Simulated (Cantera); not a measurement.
Input: 1 mol Ti, 1.9 mol CO₂, a varied amount of CO, 23 mol H₂O, held at 1200 K and 13.3 mbar.

Equilibrium computed with Cantera from the NASA thermochemical tables; the gas is ideal and each condensed phase is pure. Candidate condensed phases: C, C₆H₆, C₇H₈, C₈H₁₈, H₂O, Ti, TiC, TiO, TiO₂, Ti₂O₃, Ti₃O₅, Ti₄O₇; 113 gas species. Gases not in the tables: TiO(OH)₂. Kinetics and transport are ignored.

x: gas mole fraction; n: condensed amount in mol.

```json
[
 {"n(CO) (mol)": "1.2", "x H₂O": "0.777", "x CO": "0.0185", "x H₂": "0.104", "x CO₂": "0.100", "x H": "5.52e-7", "x OH": "3.29e-8", "n TiO₂(rutile)": "1.00"},
 {"n(CO) (mol)": "1.8", "x H₂O": "0.744", "x CO": "0.0247", "x H₂": "0.118", "x CO₂": "0.114", "x H": "5.86e-7", "x OH": "2.96e-8", "n TiO₂(rutile)": "1.00"},
 {"n(CO) (mol)": "2.7", "x H₂O": "0.698", "x CO": "(withheld)", "x H₂": "(withheld)", "x CO₂": "(withheld)", "x H": "6.29e-7", "x OH": "(withheld)", "n TiO₂(rutile)": "1.00"},
 {"n(CO) (mol)": "4", "x H₂O": "0.640", "x CO": "0.0513", "x H₂": "0.156", "x CO₂": "0.153", "x H": "6.76e-7", "x OH": "2.21e-8", "n TiO₂(rutile)": "1.00"},
 {"n(CO) (mol)": "6", "x H₂O": "0.564", "x CO": "0.0782", "x H₂": "0.181", "x CO₂": "0.178", "x H": "7.27e-7", "x OH": "1.81e-8", "n TiO₂(rutile)": "1.00"},
 {"n(CO) (mol)": "9", "x H₂O": "0.474", "x CO": "0.120", "x H₂": "0.205", "x CO₂": "0.202", "x H": "7.73e-7", "x OH": "1.43e-8", "n TiO₂(rutile)": "1.00"},
 {"n(CO) (mol)": "13", "x H₂O": "0.385", "x CO": "0.174", "x H₂": "0.222", "x CO₂": "0.219", "x H": "8.05e-7", "x OH": "1.11e-8", "n TiO₂(rutile)": "1.00"},
 {"n(CO) (mol)": "20", "x H₂O": "(withheld)", "x CO": "(withheld)", "x H₂": "0.231", "x CO₂": "0.229", "x H": "8.22e-7", "x OH": "(withheld)", "n TiO₂(rutile)": "1.00"},
 {"n(CO) (mol)": "30", "x H₂O": "0.194", "x CO": "0.357", "x H₂": "0.225", "x CO₂": "0.224", "x H": "8.11e-7", "x OH": "5.56e-9", "n TiO₂(rutile)": "1.00"},
 {"n(CO) (mol)": "45", "x H₂O": "0.123", "x CO": "0.467", "x H₂": "0.206", "x CO₂": "0.204", "x H": "7.75e-7", "x OH": "3.72e-9", "n TiO₂(rutile)": "1.00"},
 {"n(CO) (mol)": "68", "x H₂O": "0.0724", "x CO": "0.578", "x H₂": "0.175", "x CO₂": "0.174", "x H": "7.15e-7", "x OH": "2.36e-9", "n TiO₂(rutile)": "1.00"}
]
```

Q: Fill in the missing entries.

A: 
- 20, x H₂O: 0.281
- 20, x CO: 0.259
- 20, x OH: 7.98e-9
- 2.7, x CO: 0.0350
- 2.7, x H₂: 0.135
- 2.7, x CO₂: 0.132
- 2.7, x OH: 2.59e-8
